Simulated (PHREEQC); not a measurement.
PHREEQC input (ion-association model, wateq4f.dat):

```
SOLUTION_MASTER_SPECIES
  An  An-  0  An  62.0  # stands for a non-complexing anion
SOLUTION_SPECIES
  An- = An-
    -log_k 0
    -gamma 3.0 0
PHASES
  Fix_H+
    H+ = H+
    -log_k 0
SOLUTION 1
  temp 25
  units mmol/kgw
  pH 7 charge
  As(3) 0.017
  Na 100.017
  An 100
END
SELECTED_OUTPUT 1
  -reset false
  -pH true
  -pe true
  -ionic_strength true
  -water true
  -totals As Na As(3) As(5)
  -molalities Hfo_wOH Hfo_wOH2+ Hfo_wO- Hfo_sOH Hfo_sOH2+ Hfo_sO- Hfo_wH2AsO3
  -saturation_indices Arsenolite
USER_PUNCH 1
  -headings sigma psi
  10 PUNCH EDL("sigma", "Hfo"), EDL("psi", "Hfo")
PRINT
  -reset false
USE solution 1
SURFACE 1
  Hfo_wOH 0.00197753 600 0.88
  Hfo_sOH 4.94382e-05
EQUILIBRIUM_PHASES 1
  Fix_H+ -3 HAn 10
    -force_equality true
END
# ... the last block is repeated for the other 12 points of pH, with NaOH or the acid as the point needs
```

Selected output (columns that matter, 13 of 13 rows; pH added in front):

```
pH	mu	As	Na	m_Hfo_wOH	m_Hfo_wOH2+	m_Hfo_wO-	m_Hfo_sOH	m_Hfo_sOH2+	m_Hfo_sO-	m_Hfo_wH2AsO3	si_Arsenolite	sigma	psi
3	0.10222	1.5898e-06	0.10002	3.673e-05	0.0019254	1.6052e-08	9.2545e-07	4.8512e-05	4.0444e-10	1.541e-05	-10.193	0.36073	0.15206
3.67	0.10121	4.3151e-07	0.10002	0.00014546	0.0018152	2.6702e-07	3.6672e-06	4.5764e-05	6.732e-09	1.6568e-05	-11.325	0.34005	0.1493
4.33	0.10086	1.5489e-07	0.10002	0.00041199	0.0015462	2.5148e-06	1.0388e-05	3.8987e-05	6.3411e-08	1.6845e-05	-12.215	0.28922	0.14112
5	0.10061	8.0736e-08	0.10002	0.00079397	0.0011541	1.2513e-05	2.0021e-05	2.9102e-05	3.1552e-07	1.6919e-05	-12.781	0.21389	0.12586
5.67	0.10041	5.6701e-08	0.10002	0.0011326	0.00079085	3.7157e-05	2.8559e-05	1.9942e-05	9.3696e-07	1.6943e-05	-13.089	0.14121	0.10506
6.33	0.10025	4.7708e-08	0.10002	0.0013489	0.00053351	7.8133e-05	3.4015e-05	1.3453e-05	1.9702e-06	1.6952e-05	-13.24	0.08532	0.080621
7	0.10014	4.4451e-08	0.10002	0.0014586	0.00037038	0.00013159	3.678e-05	9.3396e-06	3.3182e-06	1.6955e-05	-13.308	0.04474	0.05237
7.67	0.10006	4.4714e-08	0.10002	0.001499	0.00027297	0.00018858	3.78e-05	6.8833e-06	4.7553e-06	1.6955e-05	-13.332	0.015811	0.021278
8.33	0.10002	5.1178e-08	0.10005	0.0015036	0.00020779	0.00024924	3.7914e-05	5.2396e-06	6.2848e-06	1.6948e-05	-13.335	-0.0077663	-0.010678
9	0.10011	8.3613e-08	0.1002	0.0014775	0.00015018	0.00033297	3.7255e-05	3.787e-06	8.3961e-06	1.6916e-05	-13.321	-0.034248	-0.042421
9.67	0.10025	2.4289e-07	0.10045	0.0013955	9.4819e-05	0.00047048	3.5185e-05	2.3907e-06	1.1862e-05	1.6756e-05	-13.28	-0.070385	-0.071708
10.33	0.10061	1.0343e-06	0.10094	0.0012187	4.9046e-05	0.00069376	3.0716e-05	1.2361e-06	1.7485e-05	1.5963e-05	-13.204	-0.1208	-0.097294
11	0.10183	4.755e-06	0.10235	0.00091633	1.8671e-05	0.0010302	2.3051e-05	4.6968e-07	2.5917e-05	1.224e-05	-13.187	-0.18952	-0.11944
```

The oxide is taken as insoluble; below pH 4 it would dissolve.
